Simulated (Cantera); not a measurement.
## Equilibrium for titanium nitride, carbide and oxide coatings: Ti(OiPr)4 + H2O

Charge: 1 mol Ti(OiPr)4, a varied amount of H2O, held at 10.0 mbar.

Method: chemical equilibrium by Gibbs-energy minimisation in Cantera with the NASA 1993 tables (ideal gas, pure condensed phases). Candidate condensed phases: C, C6H6, C7H8, C8H18, H2O, Ti, TiC, TiO, TiO2, Ti2O3, Ti3O5, Ti4O7; 113 gas species. The feed counts by its element totals alone. Mutual solubility and eutectic melting of coexisting phases are not modelled. TiC, TiO: taken at fixed stoichiometry. Condensed phases not in the tables: Magnéli phases beyond Ti4O7, solid solutions among these carbides, nitrides and lower oxides. Equilibrium is a limit: real reactors are often held back by kinetics, nucleation or transport.

Stable condensed phases:

```
T in K \ n(H2O) in mol
         1.6 2.2   3 4.2 5.7 7.9  11  15  21
   2173    A   A   A   A   A   B   C   C   C
   2123    A   A   A   A   A   B   C   C   C
   2073    A   A   A   A   A   B   C   C   C
   2023    A   A   A   A   A   B   C   C   C
   1973    A   A   A   A   A   B   D   C   E
   1923    A   A   A   A   A   B   D   F   E
   1873    A   A   A   A   A   B   D   E   E
   1823    A   A   A   A   A   B   C   E   E
   1773    A   A   A   A   A   G   C   E   E
   1723    A   A   A   A   A   G   C   E   E
   1673    A   A   A   A   A   G   C   E   E
   1623    A   A   A   A   A   G   F   E   E
   1573    A   A   A   A   A   G   E   E   E
   1523    A   A   A   A   A   G   E   E   E
```

A: C + TiC; B: TiC + TiO; C: Ti4O7; D: Ti3O5; E: TiO2; F: TiO2 + Ti4O7; G: TiC + Ti2O3.
